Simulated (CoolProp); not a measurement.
Nitrous oxide along the isotherm 47.25 °C: density (kg/m³) from the reference equation and from simpler models built on Tc = 36.4 °C, pc = 72.45 bar, ω = 0.161; each cubic takes its own stable root.

Computed with CoolProp (reference Helmholtz-energy equation of state, Lemmon 2006). It is a short technical equation, of lower accuracy than the large ones.

| p (bar) | phase | reference |
|---|---|---|
| 62.5 | gas | 156.8 |
| 125 | supercritical | 696.5 |
| 188 | supercritical | 792.2 |
| 250 | supercritical | 843.0 |
| 312 | supercritical | 879.4 |
| 375 | supercritical | 908.7 |
| 438 | supercritical | 933.2 |
| 500 | supercritical | 954.0 |

### Question
How far does each simpler model (ideal gas, Redlich-Kwong, Soave-Redlich-Kwong) lie from the reference over these 8 states: mean and median of the absolute difference, and the worst?

### Answer
- ideal gas: mean 40.7 %, median 37.8 %, worst -70.4 % at 47.25 °C and 125 bar
- Redlich-Kwong: mean 6.9 %, median 6.6 %, worst -13.0 % at 47.25 °C and 125 bar
- Soave-Redlich-Kwong: mean 7.6 %, median 7.1 %, worst -14.6 % at 47.25 °C and 125 bar
